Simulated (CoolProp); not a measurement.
Vapour-liquid equilibrium of dimethyl ether (1) + chloromethane (R40) (2) at 1.2 MPa; x and y are mole fractions of (1).

The numbers come from the multi-fluid Helmholtz-energy mixture model, Wu 2011 and Thol 2014; pair parameters Bell 2016 in CoolProp.

### Question
Give the bubble temperature and the first vapour's composition at x = 0.05, 0.65, 0.8. Is there an azeotrope?

### Answer
x = 0.05: 326.1 K, y = 0.045; x = 0.65: 327.1 K, y = 0.662; x = 0.8: 326.5 K, y = 0.815. y crosses x between x = 0.35 and 0.5: the model has an azeotrope there.

Pair parameters are fitted to limited data, so mixtures are less certain than the pure fluids.
